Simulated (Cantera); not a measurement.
Predominance diagram of Li at 1050 K against the partial pressures of O2 and H2O (log10, bar). Standard-state values (1 bar) from the NASA 1993 polynomials, evaluated with Cantera. Candidates: Li(l), LiH(l), LiOH(l), Li2O(s). Only these pure phases compete in this equilibrium. Not in the tables: the peroxide.

```
log p(H2O) \ log p(O2)
        columns: -19, -18.1, -17.2, -16.3, -15.4, -14.5, -13.6, -12.7, -11.8, -10.9, -10, -9, -8.1, -7.2, -6.3, -5.4, -4.5, -3.6, -2.7, -1.8, -0.9, 0
      0  A A A A A A A A A A A A A A A A A A A A A A
   -1.7  B B B B B B B B B B B B B B B B B B B B B B
   -3.3  B B B B B B B B B B B B B B B B B B B B B B
     -5  B B B B B B B B B B B B B B B B B B B B B B
   -6.7  B B B B B B B B B B B B B B B B B B B B B B
   -8.3  B B B B B B B B B B B B B B B B B B B B B B
    -10  B B B B B B B B B B B B B B B B B B B B B B
  -11.7  B B B B B B B B B B B B B B B B B B B B B B
  -13.3  B B B B B B B B B B B B B B B B B B B B B B
    -15  B B B B B B B B B B B B B B B B B B B B B B
  -16.7  B B B B B B B B B B B B B B B B B B B B B B
  -18.3  B B B B B B B B B B B B B B B B B B B B B B
    -20  B B B B B B B B B B B B B B B B B B B B B B
```

A: LiOH(l); B: Li2O(s).
